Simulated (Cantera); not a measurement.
An isothermal, constant-pressure homogeneous reactor starts with H2 : O2 : N2 = 1.1 : 1 : 0.95 (molar parts), equivalence ratio 0.55, at 1073 K and 97.5 Torr.

Detailed kinetics in Cantera: the H2/O2 subset of GRI-Mech 3.0, which has no nitrogen chemistry. The temperature is held fixed by assumption; the heat of reaction is taken as removed at once.

x: mole fraction; the columns are a selection and need not sum to one.

```csv
t (s),x H2,x O2,x H,x OH,x O,x HO2,x H2O
0.000200,0.361,0.328,3.78e-5,(withheld),6.91e-6,2.43e-6,4.73e-5
0.000460,0.0508,0.198,0.0832,(withheld),0.0166,5.96e-5,0.301
0.00106,0.00475,0.181,0.00106,(withheld),0.00105,5.18e-5,0.432
0.00243,0.000977,0.180,4.60e-5,(withheld),0.000131,2.37e-5,0.439
0.00558,0.000231,0.180,4.66e-6,(withheld),2.61e-5,8.22e-6,0.440
0.0128,4.56e-5,0.180,5.05e-7,(withheld),5.82e-6,2.10e-6,0.440
0.0295,7.09e-6,0.180,5.40e-8,(withheld),1.47e-6,4.64e-7,0.440
0.0678,1.00e-6,0.180,7.09e-9,(withheld),4.38e-7,1.16e-7,0.440
0.156,2.01e-7,0.180,1.32e-9,(withheld),1.53e-7,3.76e-8,0.440
0.358,6.43e-8,0.180,3.10e-10,(withheld),5.95e-8,1.47e-8,0.440
0.823,2.45e-8,0.180,8.09e-11,(withheld),2.44e-8,6.51e-9,0.440
1.89,1.01e-8,0.180,2.26e-11,(withheld),1.04e-8,3.54e-9,0.440
4.35,4.55e-9,0.180,6.93e-12,(withheld),4.59e-9,2.70e-9,0.440
10.0,2.52e-9,0.180,2.77e-12,(withheld),2.30e-9,2.79e-9,0.440
```

Question: Some entries are withheld; supply them.

Answer: 
- 0.000200, x OH: 2.92e-6
- 0.000460, x OH: 0.00732
- 0.00106, x OH: 0.00134
- 0.00243, x OH: 0.000370
- 0.00558, x OH: 0.000168
- 0.0128, x OH: 8.66e-5
- 0.0295, x OH: 4.59e-5
- 0.0678, x OH: 2.55e-5
- 0.156, x OH: 1.51e-5
- 0.358, x OH: 9.37e-6
- 0.823, x OH: 5.99e-6
- 1.89, x OH: 3.90e-6
- 4.35, x OH: 2.59e-6
- 10.0, x OH: 1.83e-6
